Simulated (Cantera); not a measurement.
Pb + CO + N₂ + O₂ (iron carbonyl, mercury and lead vapours)

Feed: 1 mol Pb, 0.098 mol CO, 13 mol N₂, 0.08 mol O₂, held at 750 Torr.

These are equilibrium values from Cantera (NASA tables, ideal gas, pure condensed phases), not measurements of a reactor. Candidate condensed phases: C, Pb, PbO, PbO₂, Pb₃O₄; 27 gas species. Each liquid is taken as pure. Mutual solubility and eutectic melting of coexisting phases are not modelled. Gases not in the tables: (PbO)n polymers. Kinetics and transport are ignored.

From 900 K to 1100 K the condensed part is Pb(l) + PbO(yellow). From 1200 K to 1400 K the condensed part is Pb(l) + PbO(l). From 1500 K to 1600 K the condensed part is Pb(l).

```
T (K)  log p N₂  log p Pb  log p CO₂  log p PbO  log p CO  log p Pb₂  n Pb(l)  n PbO(yellow)  n PbO(l)
-----  --------  --------  ---------  ---------  --------  ---------  -------  -------------  --------
900        0.00     -5.86      -2.13      -8.13     -6.49       <-12    0.938         0.0620         0
1000       0.00     -4.79      -2.13      -6.52     -6.11     -10.29    0.938         0.0620         0
1100       0.00     -3.92      -2.13      -5.21     -5.81      -8.83    0.936         0.0619         0
1200       0.00     -3.19      -2.13      -4.17     -5.51      -7.62    0.930              0    0.0611
1300       0.00     -2.58      -2.13      -3.35     -5.20      -6.60    0.903              0    0.0562
1400      -0.01     -2.06      -2.13      -2.65     -4.93      -5.73    0.822              0    0.0325
1500      -0.02     -1.61      -2.14      -2.33     -4.42      -4.99    0.606              0         0
1600      -0.03     -1.22      -2.17      -2.34     -3.72      -4.34   0.0853              0         0
```
log p: log10 of the partial pressure in bar; n: condensed amount in mol.
